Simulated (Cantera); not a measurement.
# Transport properties of process gases

Gas mixture: 100 % C2H2, at 0.0128 atm, frozen composition.

Cantera's kinetic-theory transport with the Lennard-Jones parameters of GRI-Mech 3.0, ideal gas; thermal conductivity in the multicomponent form. The composition is frozen, though it would react at the higher temperatures.

```json
[
 {"T (K)": "400", "ρ (kg/m³)": "0.0102", "cp (J/kg/K)": "1931", "μ (µPa s)": "13.6", "λ (mW/m/K)": "35.6", "Pr": "0.737", "D (cm²/s) H2": "79.8", "D (cm²/s) C2H2": "0.000", "D (cm²/s) N2": "21.9"},
 {"T (K)": "650", "ρ (kg/m³)": "0.00626", "cp (J/kg/K)": "2288", "μ (µPa s)": "20.1", "λ (mW/m/K)": "62.3", "Pr": "0.737", "D (cm²/s) H2": "182", "D (cm²/s) C2H2": "0.000", "D (cm²/s) N2": "51.0"},
 {"T (K)": "900", "ρ (kg/m³)": "0.00452", "cp (J/kg/K)": "2526", "μ (µPa s)": "25.5", "λ (mW/m/K)": "87.4", "Pr": "0.736", "D (cm²/s) H2": "313", "D (cm²/s) C2H2": "0.000", "D (cm²/s) N2": "88.7"},
 {"T (K)": "1150", "ρ (kg/m³)": "0.00354", "cp (J/kg/K)": "2718", "μ (µPa s)": "30.2", "λ (mW/m/K)": "112", "Pr": "0.735", "D (cm²/s) H2": "471", "D (cm²/s) C2H2": "0.000", "D (cm²/s) N2": "134"},
 {"T (K)": "1400", "ρ (kg/m³)": "0.00291", "cp (J/kg/K)": "2870", "μ (µPa s)": "34.5", "λ (mW/m/K)": "135", "Pr": "0.734", "D (cm²/s) H2": "653", "D (cm²/s) C2H2": "0.000", "D (cm²/s) N2": "186"},
 {"T (K)": "1650", "ρ (kg/m³)": "0.00247", "cp (J/kg/K)": "2988", "μ (µPa s)": "38.5", "λ (mW/m/K)": "157", "Pr": "0.733", "D (cm²/s) H2": "857", "D (cm²/s) C2H2": "0.000", "D (cm²/s) N2": "245"}
]
```
D: mixture-averaged diffusion coefficient of that species in the mixture.
